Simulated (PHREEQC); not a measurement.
Solution (15 °C): 0.002 mol NaHS and 0.2 mol Na2CO3 per kg of water. Closed to the air; pH follows from the charge balance.

The numbers come from PHREEQC with the ion-association model, phreeqc.dat.

No solid was allowed to form.

Question: Order these C species by the share of C that they hold, largest first: NaHCO3, NaCO3-, HCO3-, CO3-2.

Answer: CO3-2 (54 %), NaCO3- (45 %), HCO3- (1.3 %), NaHCO3 (0.11 %)

The pH is 11.59 and the ionic strength 0.419 mol/kgw. The database's pK near 12.9 for HS-/S-2 is now thought far too low, so its S-2 is overstated.
